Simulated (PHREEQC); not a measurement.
0.15 g of hydrous ferric oxide (600 m²/g; 0.2 weak and 0.005 strong sites per Fe, Dzombak-Morel constants, diffuse double layer) in 1 kg of water with 0.001 mol/kgw of an inert sodium salt and 8.6e-06 mol Na2SeO3, at 25 °C; the pH is set by adding NaOH or the inert anion's acid. The system is closed to oxygen. No CO2 enters from the air. Precipitation was switched off in this run.

Model: ion-association model, wateq4f.dat, run in PHREEQC.

| pH | Se sorbed (%) | surface charge σ (C/m²) | surface potential ψ (mV) |
|---|---|---|---|
| 3 | 100.0 | 0.244 | 231 |
| 3.5 | 100.0 | 0.168 | 223 |
| 4 | 100.0 | … | 207 |
| 4.5 | 100.0 | 0.074 | … |
| 5 | 100.0 | … | … |
| 5.5 | 100.0 | 0.029 | 141 |
| 6 | 99.9 | 0.017 | 115 |
| 6.5 | 99.8 | 0.010 | 87 |
| 7 | 99.3 | 0.005 | 59 |
| 7.5 | 97.9 | … | 31 |
| 8 | … | 0.000 | 2 |
| 8.5 | 74.2 | -0.002 | … |
| 9 | 34.3 | -0.005 | -53 |

Some entries are withheld; supply them.


- 4, surface charge σ (C/m²): 0.113
- 4.5, surface potential ψ (mV): 188
- 5, surface charge σ (C/m²): 0.047
- 5, surface potential ψ (mV): 165
- 7.5, surface charge σ (C/m²): 0.002
- 8, Se sorbed (%): 92.7
- 8.5, surface potential ψ (mV): -26

Species that the database lacks are ignored. The database's selenite sorption wasn't checked against measurements; a fall in acid may be a fault of its surface constants. The oxide is taken as insoluble; below pH 4 it would dissolve.
